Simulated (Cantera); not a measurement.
# Hydrocarbon pyrolysis for carbon deposition

An isothermal, constant-pressure homogeneous reactor starts with 19.2 % C2H6, 80.8 % N2, at 1475 K and 0.0691 atm.

Detailed kinetics in Cantera: GRI-Mech 3.0 (53 species, 325 reactions). GRI-Mech 3.0 stops at C3 and has no aromatics, soot or wall deposition, so with more carbon than oxygen in the feed, carbon stays in small species such as C2H2 where larger ones or solid carbon would form.

```json
[
 {"t (s)": "3.00e-6", "x C2H6": "0.192", "x CH2": "2.10e-10", "x H2": "1.07e-7", "x H": "8.02e-8", "x CH4": "1.27e-6", "x CH3": "0.000135", "x C2H2": "<1e-12"},
 {"t (s)": "8.71e-6", "x C2H6": "0.192", "x CH2": "4.75e-9", "x H2": "1.83e-6", "x H": "6.12e-7", "x CH4": "1.05e-5", "x CH3": "0.000385", "x C2H2": "1.08e-11"},
 {"t (s)": "2.53e-5", "x C2H6": "0.191", "x CH2": "8.58e-8", "x H2": "4.53e-5", "x H": "5.34e-6", "x CH4": "8.52e-5", "x CH3": "0.00105", "x C2H2": "1.64e-9"},
 {"t (s)": "7.33e-5", "x C2H6": "0.189", "x CH2": "8.17e-7", "x H2": "0.000987", "x H": "3.63e-5", "x CH4": "0.000634", "x CH3": "0.00254", "x C2H2": "5.85e-7"},
 {"t (s)": "0.000213", "x C2H6": "0.171", "x CH2": "2.86e-6", "x H2": "0.0105", "x H": "9.71e-5", "x CH4": "0.00412", "x CH3": "0.00514", "x C2H2": "9.56e-5"},
 {"t (s)": "0.000617", "x C2H6": "0.116", "x CH2": "3.49e-6", "x H2": "0.0443", "x H": "0.000135", "x CH4": "0.0189", "x CH3": "0.00561", "x C2H2": "0.00239"},
 {"t (s)": "0.00179", "x C2H6": "0.0355", "x CH2": "2.14e-6", "x H2": "0.0996", "x H": "0.000166", "x CH4": "0.0481", "x CH3": "0.00323", "x C2H2": "0.0174"},
 {"t (s)": "0.00520", "x C2H6": "0.00252", "x CH2": "3.40e-7", "x H2": "0.145", "x H": "9.71e-5", "x CH4": "0.0608", "x CH3": "0.000820", "x C2H2": "0.0505"},
 {"t (s)": "0.0151", "x C2H6": "0.000156", "x CH2": "2.99e-8", "x H2": "0.168", "x H": "3.11e-5", "x CH4": "0.0600", "x CH3": "0.000217", "x C2H2": "0.0741"},
 {"t (s)": "0.0438", "x C2H6": "1.89e-5", "x CH2": "4.69e-9", "x H2": "0.183", "x H": "1.31e-5", "x CH4": "0.0589", "x CH3": "8.36e-5", "x C2H2": "0.0900"},
 {"t (s)": "0.127", "x C2H6": "1.04e-5", "x CH2": "3.11e-9", "x H2": "0.197", "x H": "1.16e-5", "x CH4": "0.0576", "x CH3": "6.75e-5", "x C2H2": "0.106"},
 {"t (s)": "0.368", "x C2H6": "1.08e-5", "x CH2": "3.68e-9", "x H2": "0.208", "x H": "1.34e-5", "x CH4": "0.0561", "x CH3": "7.28e-5", "x C2H2": "0.117"},
 {"t (s)": "1.07", "x C2H6": "1.01e-5", "x CH2": "3.67e-9", "x H2": "0.212", "x H": "1.40e-5", "x CH4": "0.0535", "x CH3": "7.10e-5", "x C2H2": "0.119"},
 {"t (s)": "3.10", "x C2H6": "8.07e-6", "x CH2": "3.41e-9", "x H2": "0.220", "x H": "1.49e-5", "x CH4": "0.0470", "x CH3": "6.41e-5", "x C2H2": "0.121"},
 {"t (s)": "9.00", "x C2H6": "4.60e-6", "x CH2": "2.84e-9", "x H2": "0.236", "x H": "1.71e-5", "x CH4": "0.0338", "x CH3": "4.95e-5", "x C2H2": "0.126"}
]
```
x: mole fraction; the columns are a selection and need not sum to one.

Equilibrium at this temperature and pressure: C2H6 1.19e-7, CH2 4.70e-10, H2 0.273, H 2.58e-5, CH4 0.00326, CH3 6.21e-6, C2H2 0.0855 (gas phase only).
